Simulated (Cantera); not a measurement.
A closed system holds: 1 mol SO2, 0.25 mol O2, equilibrated at 310 Pa.

Method: chemical equilibrium by Gibbs-energy minimisation in Cantera with the NASA 1993 tables (ideal gas, pure condensed phases). Candidate condensed phases: S; 10 gas species. The numbers say what is thermodynamically allowed, not how fast it happens.

log p: log10 of the partial pressure in bar; nothing condenses.

```tsv
T (K)	log p SO2	log p O2	log p O	log p SO
1373	-2.61	-3.21	(withheld)	-8.43
1448	-2.61	-3.21	(withheld)	-7.83
1523	-2.61	-3.21	(withheld)	-7.30
1598	-2.61	-3.21	(withheld)	-6.81
1673	-2.61	-3.21	(withheld)	-6.37
1748	-2.61	-3.21	(withheld)	-5.97
1823	-2.61	-3.21	(withheld)	-5.59
1898	-2.61	-3.21	(withheld)	-5.25
1973	-2.61	-3.21	(withheld)	-4.94
```

### Question
Complete the blanks.

### Answer

- 1373, log p O: -7.81
- 1448, log p O: -7.31
- 1523, log p O: -6.86
- 1598, log p O: -6.45
- 1673, log p O: -6.08
- 1748, log p O: -5.74
- 1823, log p O: -5.43
- 1898, log p O: -5.14
- 1973, log p O: -4.87
